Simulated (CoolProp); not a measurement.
Vapour-liquid equilibrium of ethylbenzene (1) + p-xylene (2) at 0.147 MPa; x and y are mole fractions of (1).

Values from CoolProp's multi-fluid Helmholtz-energy mixture model, Zhou 2012 and Zhou 2012; pair parameters Bell 2016.

Question: Give the bubble temperature and the first vapour's composition at x = 0.05, 0.35, 0.8. Is there an azeotrope?

Answer: x = 0.05: 152.6 °C, y = 0.054; x = 0.35: 151.8 °C, y = 0.362; x = 0.8: 150.9 °C, y = 0.806. No azeotrope shows between x = 0.05 and 0.95.

The pair parameters rest on a limited set of measurements; away from them the model extrapolates.
